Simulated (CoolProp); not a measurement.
Vapour pressure (MPa) of R22: the reference equation beside estimates from Tc = 369.3 K, pc = 4.990 MPa, ω = 0.221. Clausius-Clapeyron is anchored at 289.5 K with a constant enthalpy of vaporisation of 16.52 kJ/mol.

Model: reference Helmholtz-energy equation of state, Kamei 1995, in CoolProp.

```csv
T (K),reference,Lee-Kesler,Clausius-Clapeyron,van der Waals,Soave-Redlich-Kwong,Peng-Robinson
284.7,0.7133,0.7161,0.7310,1.608,0.7178,0.7100
289.5,0.8206,0.8239,0.8206,1.740,0.8268,0.8172
294.3,0.9396,0.9431,0.9178,1.879,[?],0.9361
299,1.068,1.072,1.021,[?],[?],1.065
303.8,1.212,1.216,1.134,2.174,[?],1.209
308.6,1.370,1.374,1.255,2.333,1.386,1.368
313.3,1.539,1.542,1.382,2.496,1.557,1.538
318.1,1.727,[?],1.521,[?],1.749,1.727
322.9,1.932,1.933,1.669,2.850,1.956,1.933
327.6,2.149,2.150,1.823,3.034,2.177,2.152
332.4,2.388,2.389,1.990,3.230,2.420,2.394
337.2,2.647,2.647,2.166,3.433,2.682,2.656
```

### Question
Complete the blanks.

### Answer

- 294.3, Soave-Redlich-Kwong: 0.9476
- 299, van der Waals: 2.022
- 299, Soave-Redlich-Kwong: 1.078
- 303.8, Soave-Redlich-Kwong: 1.225
- 318.1, Lee-Kesler: 1.730
- 318.1, van der Waals: 2.670

Absolute difference from the reference over all 12 rows, mean and median: Lee-Kesler 0.2 and 0.2 %, Clausius-Clapeyron 9.1 and 9.3 %, van der Waals 70.6 and 66.2 %, Soave-Redlich-Kwong 1.1 and 1.2 %, Peng-Robinson 0.2 and 0.2 %.
